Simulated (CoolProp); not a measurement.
Vapour-liquid equilibrium of carbon dioxide (1) + R124 (2) at -36.85 °C; x and y are mole fractions of (1).

Computed with CoolProp (multi-fluid Helmholtz-energy mixture model, Span 1996 and de Vries 1995; pair parameters Bell 2016).

| x | bubble pressure, mixture model (MPa) | bubble pressure, Raoult's law (MPa) | y, mixture model | y, Raoult's law |
|---|---|---|---|---|
| 0.05 | 0.08760 | 0.08606 | 0.652 | 0.654 |
| 0.125 | 0.1660 | 0.1682 | 0.825 | 0.837 |
| 0.2 | 0.2398 | 0.2503 | 0.885 | 0.900 |
| 0.275 | 0.3116 | 0.3324 | 0.917 | 0.932 |
| 0.35 | 0.3831 | 0.4145 | 0.937 | 0.951 |
| 0.425 | 0.4558 | 0.4966 | 0.951 | 0.964 |
| 0.5 | 0.5311 | 0.5787 | 0.962 | 0.973 |
| 0.575 | 0.6097 | 0.6608 | 0.971 | 0.980 |
| 0.65 | 0.6923 | 0.7429 | 0.978 | 0.985 |
| 0.725 | 0.7791 | 0.8250 | 0.984 | 0.990 |
| 0.8 | 0.8701 | 0.9072 | 0.990 | 0.993 |
| 0.875 | 0.9647 | 0.9893 | 0.994 | 0.996 |
| 0.95 | 1.061 | 1.071 | 0.998 | 0.999 |

The largest gap from Raoult's law is -8.2 % in bubble pressure, at x = 0.5. No azeotrope shows between x = 0.05 and 0.95.

The pair parameters rest on a limited set of measurements; away from them the model extrapolates. The gap from Raoult's law changes sign with composition, which may be real or a fault of the pair parameters; it wasn't checked against measurements.
